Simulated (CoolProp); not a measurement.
Properties of water along the isotherm 590.5 K.

Computed with CoolProp (reference Helmholtz-energy equation of state, Wagner 2002).

```tsv
p (kPa)	phase	density (kg/m³)	cp (kJ/(kg K))	conductivity (mW/(m K))	Prandtl number	fugacity coefficient
174	gas	0.6409	2.030	45.5	0.938	0.9963
331	gas	1.223	2.048	45.8	0.941	0.9929
627	gas	2.332	2.084	46.2	0.946	0.9866
1190	gas	4.484	(withheld)	47.2	(withheld)	0.9745
2250	gas	8.700	2.321	49.0	0.986	0.9517
4270	gas	17.47	2.736	53.1	1.06	0.9078
8100	gas	38.35	4.257	64.6	(withheld)	(withheld)
15300	liquid	686.5	6.032	(withheld)	(withheld)	0.5517
29100	liquid	717.2	5.397	558	0.840	(withheld)
55200	liquid	756.8	4.865	594	0.773	0.1871
```

### Question
Complete the blanks.

### Answer

- 1190, cp (kJ/(kg K)): 2.159
- 1190, Prandtl number: 0.958
- 8100, Prandtl number: 1.35
- 8100, fugacity coefficient: 0.8224
- 15300, conductivity (mW/(m K)): 534
- 15300, Prandtl number: 0.921
- 29100, fugacity coefficient: 0.3117

Viscosity comes from a separate model (Huber 2009). Thermal conductivity comes from a separate model (Huber 2012).
